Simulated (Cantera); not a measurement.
**Thermodynamics of nitride etching, feed BN + H2O + N2**

Charge: 1 mol BN, 0.13 mol H2O, a varied amount of N2, held at 1948.15 K and 32000 Pa.

These are equilibrium values from Cantera (NASA tables, ideal gas, pure condensed phases), not measurements of a reactor. Candidate condensed phases: B, BN, B2O3, B3O3H3, H2O; 39 gas species. Rates play no part.

From 2.6 mol N2 to 53 mol N2 the condensed part is BN(s). The main B-bearing gas is B2O3 throughout. The share of B in condensed phases is highest at 2.6 mol N2 (90.4 %) and lowest at 53 mol N2 (89.1 %).

| n(N2) (mol) | log p N2 | log p H2 | log p B2O3 | log p HBO | log p HBO2 | log p B2O2 | n BN(s) |
|---|---|---|---|---|---|---|---|
| 2.6 | -0.52 | -1.88 | -2.53 | -2.71 | -3.03 | -3.06 | 0.904 |
| 3.6 | -0.52 | -2.01 | -2.67 | -2.82 | -3.18 | -3.16 | 0.903 |
| 5 | -0.51 | -2.15 | -2.82 | -2.94 | -3.35 | -3.26 | 0.902 |
| 7 | -0.51 | -2.29 | -2.97 | -3.06 | -3.52 | -3.36 | 0.901 |
| 9.8 | -0.50 | -2.43 | -3.13 | -3.19 | -3.70 | -3.47 | 0.900 |
| 14 | -0.50 | -2.59 | -3.30 | -3.32 | -3.89 | -3.58 | 0.898 |
| 19 | -0.50 | -2.72 | -3.45 | -3.44 | -4.05 | -3.68 | 0.897 |
| 27 | -0.50 | -2.87 | -3.63 | -3.57 | -4.25 | -3.80 | 0.895 |
| 38 | -0.50 | -3.02 | -3.81 | -3.71 | -4.44 | -3.92 | 0.893 |
| 53 | -0.50 | -3.17 | -3.99 | -3.84 | -4.63 | -4.04 | 0.891 |
log p: log10 of the partial pressure in bar; n: condensed amount in mol.
